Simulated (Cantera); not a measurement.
Cantera run:

```python
import numpy as np
import cantera as ct

gas_names = [...]  # 92 gases of nasa_gas.yaml made of C, H, N
cond_names = """
    C(gr) C6H6(L) C7H8(L) C8H18(L),n-octa
""".split()


# ... load() reads the species with a 1 bar reference pressure and builds the phases ...
atoms = {
    'CH4': {'C': 1, 'H': 4},
    'H2': {'H': 2},
    'N2': {'N': 2},
}
top_T = {'C(gr)': 4500}  # K; cautious upper limits of use, not melting points


# ... equilibrate(T, P, feed) seeds the gas with the atoms and calls Mixture.equilibrate('TP', solver="vcs", rtol=1e-11, max_steps=5000) ...
results = []
feed = {'CH4': 1, 'H2': 17, 'N2': 16}  # mol
P = 101325  # Pa
for T in [575, 675, 775, 875, 975, 1075, 1175, 1275, 1375, 1475, 1575, 1675, 1775]:
    mix = equilibrate(T, P, feed)
    results.append((T, P, feed, dict(zip(mix.species_names, mix.species_moles))))
    x = sorted(zip(gas.X, gas.species_names), reverse=True)
    print(f"T = {T:g} K  P = {P:g} Pa  gas = {mix.phase_moles(0):.4g} mol")
    print("   x: " + "  ".join(f"{s} {v:.3e}" for v, s in x if v > 1e-06))
    print("   condensed (mol): " + ("  ".join(f"{mix.phase(i).name} {mix.phase_moles(i):.4g}"
          for i in range(1, mix.n_phases) if mix.phase_moles(i) > 1e-12) or "none"))
```

Output:

```
T = 575 K  P = 101325 Pa  gas = 33.49 mol
   x: H2 4.847e-01  N2 4.701e-01  CH4 2.986e-02  NH3 1.525e-02
   condensed (mol): none
T = 675 K  P = 101325 Pa  gas = 33.89 mol
   x: H2 4.968e-01  N2 4.705e-01  CH4 2.951e-02  NH3 3.186e-03
   condensed (mol): none
T = 775 K  P = 101325 Pa  gas = 33.97 mol
   x: H2 4.991e-01  N2 4.706e-01  CH4 2.944e-02  NH3 9.500e-04
   condensed (mol): none
T = 875 K  P = 101325 Pa  gas = 33.99 mol
   x: H2 4.996e-01  N2 4.706e-01  CH4 2.942e-02  NH3 3.660e-04
   condensed (mol): none
T = 975 K  P = 101325 Pa  gas = 33.99 mol
   x: H2 4.998e-01  N2 4.706e-01  CH4 2.941e-02  NH3 1.695e-04  HCN 1.543e-06
   condensed (mol): none
T = 1075 K  P = 101325 Pa  gas = 34.56 mol
   x: H2 5.244e-01  N2 4.629e-01  CH4 1.257e-02  NH3 9.582e-05  HCN 7.810e-06
   condensed (mol): C(gr) 0.5653
T = 1175 K  P = 101325 Pa  gas = 34.8 mol
   x: H2 5.347e-01  N2 4.597e-01  CH4 5.548e-03  NH3 5.784e-05  HCN 2.784e-05
   condensed (mol): C(gr) 0.8059
T = 1275 K  P = 101325 Pa  gas = 34.9 mol
   x: H2 5.388e-01  N2 4.583e-01  CH4 2.726e-03  HCN 8.091e-05  NH3 3.726e-05
   condensed (mol): C(gr) 0.9019
T = 1375 K  P = 101325 Pa  gas = 34.95 mol
   x: H2 5.406e-01  N2 4.577e-01  CH4 1.474e-03  HCN 2.008e-04  NH3 2.545e-05  H 2.503e-06  HNC 2.177e-06
   condensed (mol): C(gr) 0.9413
T = 1475 K  P = 101325 Pa  gas = 34.97 mol
   x: H2 5.413e-01  N2 4.573e-01  CH4 8.631e-04  HCN 4.397e-04  NH3 1.825e-05  H 9.480e-06  HNC 6.833e-06  C2H2,acetylene 3.610e-06
   condensed (mol): C(gr) 0.9539
T = 1575 K  P = 101325 Pa  gas = 34.98 mol
   x: H2 5.416e-01  N2 4.569e-01  HCN 8.701e-04  CH4 5.405e-04  H 3.038e-05  HNC 1.852e-05  NH3 1.363e-05  C2H2,acetylene 1.143e-05
   condensed (mol): C(gr) 0.9491
T = 1675 K  P = 101325 Pa  gas = 34.99 mol
   x: H2 5.414e-01  N2 4.565e-01  HCN 1.585e-03  CH4 3.578e-04  H 8.487e-05  HNC 4.447e-05  C2H2,acetylene 3.144e-05  NH3 1.053e-05  CH3 1.141e-06  C2H4 1.024e-06
   condensed (mol): C(gr) 0.9281
T = 1775 K  P = 101325 Pa  gas = 34.99 mol
   x: H2 5.408e-01  N2 4.558e-01  HCN 2.694e-03  CH4 2.481e-04  H 2.115e-04  HNC 9.657e-05  C2H2,acetylene 7.701e-05  NH3 8.372e-06  CH3 1.966e-06  C2H4 1.177e-06
   condensed (mol): C(gr) 0.8881
```

Equilibrium computed with Cantera from the NASA thermochemical tables; the gas is ideal and each condensed phase is pure.
